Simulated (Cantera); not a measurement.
**Equilibrium for fluorocarbon and chlorocarbon gases: c-C4F8 + F2**

Charge: 1 mol c-C4F8, 2.5 mol F2, held at 13300 Pa.

Cantera equilibrium calculation (NASA polynomials, part measured and part estimated; ideal gas, pure solids and liquids). Candidate condensed phases: C; 13 gas species. The feed counts by its element totals alone. The tables' values for C2F4 are old estimates; treat these amounts as uncertain. Gases not in the tables: C2F6 and larger saturated fluorocarbons. The numbers say what is thermodynamically allowed, not how fast it happens.

From 1452 °C to 2052 °C the condensed part is C(graphite). From 2202 °C to 2652 °C nothing is condensed. The main C-bearing gas is CF4 at 1452 °C and CF2 at 2652 °C.

| T (°C) | x CF4 | x F | x CF2 | x CF | x CF3 | n C(graphite) |
|---|---|---|---|---|---|---|
| 1452 | 0.997 | 0.000245 | 0.00215 | 2.33e-7 | 0.000553 | 0.746 |
| 1602 | 0.987 | 0.00143 | 0.0100 | 3.43e-6 | 0.00193 | 0.733 |
| 1752 | 0.952 | 0.00640 | 0.0365 | 3.35e-5 | 0.00547 | 0.690 |
| 1902 | 0.857 | 0.0229 | 0.107 | 0.000234 | 0.0127 | 0.571 |
| 2052 | 0.661 | 0.0664 | 0.249 | 0.00121 | 0.0232 | 0.296 |
| 2202 | 0.413 | 0.177 | 0.377 | 0.00356 | 0.0296 | 0 |
| 2352 | 0.175 | 0.392 | 0.400 | 0.00730 | 0.0253 | 0 |
| 2502 | 0.0341 | 0.528 | 0.404 | 0.0200 | 0.0139 | 0 |
| 2652 | 0.00485 | 0.576 | 0.360 | 0.0524 | 0.00601 | 0 |
x: gas mole fraction; n: condensed amount in mol.
